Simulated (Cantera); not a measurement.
Charge: 1 mol V, 2.1 mol N₂O, equilibrated at 1075 °C and 1.20 bar.

Cantera equilibrium calculation (NASA polynomials, part measured and part estimated; ideal gas, pure solids and liquids). Candidate condensed phases: V, VN, VO, V₂O₃, V₂O₄, V₂O₅; 13 gas species. Mutual solubility and eutectic melting of coexisting phases are not modelled. Condensed phases not in the tables: the oxides between V₂O₃ and V₂O₅ other than VO₂. Gases not in the tables: V₄O₁₀. Kinetics and transport are ignored.

Base state: N₂ 0.991, O₂ 0.00855, NO 0.000121 (mole fractions); condensed: V₂O₄(s) + V₂O₅(l).

What changes in the equilibrium state with this change: temperature from 1075 °C to 2025 °C?


```csv
species,before,after
N₂,0.991,0.967
O₂,0.00855,0.0201
VO₂,1.35e-9,0.00668
O,3.44e-8,0.000635
NO,0.000121,0.00536
"V₂O₄(s), mol",0.436,0
"V₂O₅(l), mol",0.0635,0
"V₂O₄(l), mol",0,0.493
```

What changes in the equilibrium state with this change: N₂O from 2.1 to 4.3 mol?


```tsv
species	before	after
N₂	0.991	0.827
O₂	0.00855	0.173
NO	0.000121	0.000497
V₂O₄(s), mol	0.436	0
V₂O₅(l), mol	0.0635	0.500
```
